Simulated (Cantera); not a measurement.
Mixture: 6.03 % CH₄, 19.8 % O₂, 74.2 % N₂, at 24.0 bar, adiabatic and at constant pressure. Ignition delay is the time to a rise of 400 K.

Detailed kinetics in Cantera: GRI-Mech 3.0 (53 species, 325 reactions). The pressure lies above the range GRI-Mech 3.0 was tuned for (to about 10 atm).

**Question.** Predict: delay at 1100 K; delay at 1200 K; delay at 1300 K; delay at 1400 K; delay at 1500 K; apparent activation energy between 1400 and 1500 K.

**Answer.** delay at 1100 K: 5.91 ms
delay at 1200 K: 1.53 ms
delay at 1300 K: 0.488 ms
delay at 1400 K: 0.178 ms
delay at 1500 K: 72.1 µs
apparent activation energy between 1400 and 1500 K: 160 kJ/mol
